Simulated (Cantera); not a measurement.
A freely propagating, adiabatic, planar premixed flame of H₂ : O₂ : N₂ = 1 : 0.633 : 2.38 (molar parts), equivalence ratio 0.79, unburnt at 575 K and 760 Torr; mixture-averaged transport, grid criteria slope 0.08 and curve 0.16, no radiation.

Detailed kinetics in Cantera: the H2/O2 subset of GRI-Mech 3.0, which has no nitrogen chemistry. Burning velocities carry a grid error of a few per cent, more on coarse grids.

How do the results move with these cheaper or finer settings: unity-Lewis-number transport; multicomponent transport; multicomponent+Soret transport; grid criteria slope 0.5, curve 1; grid criteria slope 0.25, curve 0.5; grid criteria slope 0.03, curve 0.06?


| setting | laminar burning velocity | thermal thickness | peak x(O) | peak x(HO₂) | grid points |
|---|---|---|---|---|---|
| as above | 560 cm/s | 0.438 mm | 0.0140 | 0.000321 | 123 |
| unity-Lewis-number transport | 399 cm/s | 0.324 mm | 0.0150 | 0.000250 | 115 |
| multicomponent transport | 551 cm/s | 0.435 mm | 0.0139 | 0.000322 | 123 |
| multicomponent+Soret transport | 517 cm/s | 0.429 mm | 0.0137 | 0.000321 | 123 |
| grid criteria slope 0.5, curve 1 | 664 cm/s | 0.535 mm | 0.0142 | 0.000306 | 47 |
| grid criteria slope 0.25, curve 0.5 | 604 cm/s | 0.479 mm | 0.0142 | 0.000316 | 59 |
| grid criteria slope 0.03, curve 0.06 | 549 cm/s | 0.429 mm | 0.0139 | 0.000324 | 269 |
Unity Lewis numbers drop preferential diffusion, which matters most where H2 and H carry the flame; Soret adds thermal diffusion.
